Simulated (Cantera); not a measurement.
Input: 1 mol SiH₄, 0.62 mol N₂, equilibrated at 1048.15 K and 473 Torr.

These are equilibrium values from Cantera (NASA tables, ideal gas, pure condensed phases), not measurements of a reactor. Candidate condensed phases: Si, Si₃N₄; 18 gas species. N₂ is the only nitrogen source here; it is nearly inert below about 1500 K, so the nitride shown seldom forms there in practice. Mutual solubility and eutectic melting of coexisting phases are not modelled. Equilibrium is a limit: real reactors are often held back by kinetics, nucleation or transport.

Base state: H₂ 1.00 (mole fractions); condensed: Si(s) + Si₃N₄(s).

What changes in the equilibrium state with this change: temperature from 1048.15 K to 2048.15 K?


```json
[
 {"species": "H₂", "before": "1.00", "after": "0.761"},
 {"species": "N₂", "before": "<1e-9", "after": "0.236"},
 {"species": "H", "before": "9.77e-9", "after": "0.00246"},
 {"species": "Si", "before": "<1e-9", "after": "0.000120"},
 {"species": "SiH₂", "before": "<1e-9", "after": "0.000106"},
 {"species": "SiH", "before": "<1e-9", "after": "5.05e-5"},
 {"species": "Si₂N", "before": "<1e-9", "after": "1.36e-5"},
 {"species": "SiN", "before": "<1e-9", "after": "1.08e-5"},
 {"species": "Si(s), mol", "before": "0.0700", "after": "0"},
 {"species": "Si₃N₄(s), mol", "before": "0.310", "after": "0"},
 {"species": "Si(l), mol", "before": "0", "after": "0.999"}
]
```
The tables' values for SiN are old estimates; treat these amounts as uncertain. Gases not in the tables: Si₂H₆ and higher silanes.
